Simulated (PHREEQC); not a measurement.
A solution holds 0.0067 mol/kgw HNO3 and 0.33 mol/kgw MgCl2, at 25 °C. Closed to the air; pH follows from the charge balance.

Equilibrium calculation in PHREEQC: ion-association model, wateq4f.dat.

Problem. The ionic strength comes out as 0.997 mol/kgw. What activity coefficients do NO3-, Cl-, H+, Mg+2 get?

Solution. NO3- 0.55, Cl- 0.60, H+ 0.74, Mg+2 0.30.

Precipitation was switched off in this run. Caution: at this ionic strength the ion-association model is outside its range; a Pitzer model would be the better tool where its parameters exist.
